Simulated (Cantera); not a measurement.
Cantera run:

```python
import numpy as np
import cantera as ct

gas_names = [...]  # 95 gases of nasa_gas.yaml made of C, F, H
cond_names = """
    C(gr) C6H6(L) C7H8(L) C8H18(L),n-octa
""".split()


# ... load() reads the species with a 1 bar reference pressure and builds the phases ...
atoms = {
    'c-C4F8': {'C': 4, 'F': 8},
    'CH4': {'C': 1, 'H': 4},
}
top_T = {'C(gr)': 4500}  # K; cautious upper limits of use, not melting points


# ... equilibrate(T, P, feed) seeds the gas with the atoms and calls Mixture.equilibrate('TP', solver="vcs", rtol=1e-11, max_steps=5000) ...
results = []
T = 873.15  # K
P = 1333.22  # Pa
for m in [0.064, 0.089, 0.12, 0.17, 0.24, 0.33, 0.46, 0.63, 0.88, 1.2]:
    feed = {'c-C4F8': 1, 'CH4': m}  # mol
    mix = equilibrate(T, P, feed)
    results.append((T, P, feed, dict(zip(mix.species_names, mix.species_moles))))

top = {s: max(r[3][s] / sum(r[3][g] for g in gas_names) for r in results) for s in gas_names}
cols = sorted((s for s in top if top[s] > 0.0001), key=lambda s: -top[s])[:7]
seen = [c for c in cond_names if any(r[3].get(c, 0) > 1e-12 for r in results)]
print("log10 of partial pressures in bar; condensed amounts in mol")
print(f"{'n(CH4)':>10s}" + "".join(f"{s[:9]:>10s}" for s in cols + seen))
for T, P, feed, n in results:
    ng = sum(n[g] for g in gas_names)
    print(f"{feed['CH4']:10.4g}" + "".join(f"{np.log10(max(n[s] / ng * P / 1e5, 1e-99)):10.3f}" for s in cols)
          + "".join(f"{n.get(c, 0):10.4g}" for c in seen))
```

It prints:

```
log10 of partial pressures in bar; condensed amounts in mol
    n(CH4)       CF4        HF     C(gr)
     0.064    -1.929    -2.808     2.128
     0.089    -1.949    -2.679     2.178
      0.12    -1.974    -2.567      2.24
      0.17    -2.012    -2.442      2.34
      0.24    -2.064    -2.327      2.48
      0.33    -2.128    -2.230      2.66
      0.46    -2.216    -2.139      2.92
      0.63    -2.328    -2.064      3.26
      0.88    -2.492    -1.995      3.76
       1.2    -2.720    -1.942       4.4
```

Equilibrium computed with Cantera from the NASA thermochemical tables; the gas is ideal and each condensed phase is pure. The feed counts by its element totals alone. Condensed phases not in the tables: fluorocarbon polymer. Gases not in the tables: C2F6 and larger saturated fluorocarbons.
